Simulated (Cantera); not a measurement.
A closed system holds: 1 mol (CH3)2SiCl2, 2.2 mol CH4, 150 mol H2, 0.017 mol C2H2, equilibrated at 13.3 mbar.

Method: chemical equilibrium by Gibbs-energy minimisation in Cantera with the NASA 1993 tables (ideal gas, pure condensed phases). Candidate condensed phases: C, C6H6, C7H8, C8H18, Si, SiC; 109 gas species. The feed counts by its element totals alone. Equilibrium is a limit: real reactors are often held back by kinetics, nucleation or transport.

Over these rows the condensed part is C(graphite) + SiC(s). Partial pressures as log10 of bar:

```tsv
T (K)	1000/T (1/K)	log p SiCl2	log p H2	log p HCl
1125	0.8889	-8.33	-1.88	-3.77
1275	0.7843	-7.84	-1.88	-3.77
1425	0.7018	-7.46	-1.88	-3.77
1575	0.6349	-7.15	-1.88	-3.77
1725	0.5797	?	-1.88	-3.78
1875	0.5333	-6.70	-1.88	-3.78
```

Question: Fit log p(SiCl2) = a + b·(1000/T) to the five rows, give the apparent enthalpy, and predict the row at 1725 K.

Answer: Means: 1000/T = 0.7086, log p = -7.496. Sxy = -0.341695, Sxx = 0.0744466, so b = -4.59 and a = -7.496 − (-4.59)×0.7086 = -4.24.
Apparent enthalpy: −19.145 × (-4.59) = 88 kJ/mol. With the condensed phases at unit activity, SiC(s) + 2 HCl(g) = SiCl2(g) + C(graphite) + H2(g) links this pressure to the main gases: over the six rows their terms move log p by -0.02 in all, so the slope is close to that reaction's ΔH°. The five rows lie within 0.01 of the line.
Prediction at 1725 K: -4.24 + (-4.59)×0.5797 = -6.90. The computed value is -6.91, 0.01 from the line.
